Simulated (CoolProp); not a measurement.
Vapour-liquid equilibrium of isobutene (1) + n-octane (2) at 279 kPa; x and y are mole fractions of (1).

The numbers come from the multi-fluid Helmholtz-energy mixture model, Lemmon 2005 and Beckmüller 2019; pair parameters Bell 2016 in CoolProp.

| x | bubble temperature (°C) | y at the bubble point | dew temperature at overall composition x (°C) | liquid density (mol/L) |
|---|---|---|---|---|
| 0.05 | 141.6 | 0.444 | 164.2 | 5.322 |
| 0.125 | 111.3 | … | 160.4 | 5.773 |
| 0.2 | 90.2 | 0.889 | 156.5 | 6.166 |
| 0.275 | 75.4 | 0.940 | 152.3 | 6.529 |
| 0.35 | 64.3 | 0.965 | 147.8 | 6.882 |
| 0.425 | 55.7 | 0.978 | 142.9 | 7.238 |
| 0.5 | 48.8 | 0.986 | 137.6 | 7.603 |
| 0.575 | 43.0 | 0.991 | 131.6 | 7.983 |
| 0.65 | 38.1 | 0.994 | 124.8 | 8.381 |
| 0.725 | 33.8 | 0.996 | … | 8.800 |
| 0.8 | 30.1 | 0.998 | … | 9.243 |
| 0.875 | … | 0.999 | 93.4 | 9.711 |
| 0.95 | 23.9 | 1.000 | 71.4 | 10.21 |

Problem. Some entries are withheld; supply them.

Solution. 
- 0.125, y at the bubble point: 0.768
- 0.725, dew temperature at overall composition x (°C): 116.7
- 0.8, dew temperature at overall composition x (°C): 106.8
- 0.875, bubble temperature (°C): 26.9

No azeotrope shows between x = 0.05 and 0.95.

Pair parameters are fitted to limited data, so mixtures are less certain than the pure fluids.
